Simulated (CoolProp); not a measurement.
A single-stage vapour-compression cycle with R410A: evaporating at 245.15 K (dew point), condensing at 294.15 K (bubble point), superheat 10 K, subcooling 0 K, compressor efficiency 0.75, no pressure losses. Each further row changes one setting.

The numbers come from the reference Helmholtz-energy equation of state, Lemmon 2003 in CoolProp. It is a pseudo-pure fit of the blend.

| case | cooling COP | pressure ratio | discharge temperature (K) | refrigerating effect (kJ/kg) | volumetric capacity (kJ/m³) |
|---|---|---|---|---|---|
| as stated | 2.88 | 5.09 | 346.1 | 187 | 2010 |
| evaporating temperature 250.15 K | 3.34 | 4.18 | 340.6 | 189 | 2460 |
| condensing temperature 289.15 K | 3.31 | 4.43 | 337.8 | 195 | 2100 |
| subcooling 5 K | 3.00 | 5.09 | 346.1 | 195 | 2100 |
| superheat 20 K | 2.86 | 5.09 | 357.9 | 195 | 2000 |
| compressor efficiency 0.65 | 2.49 | 5.09 | 355.8 | 187 | 2010 |
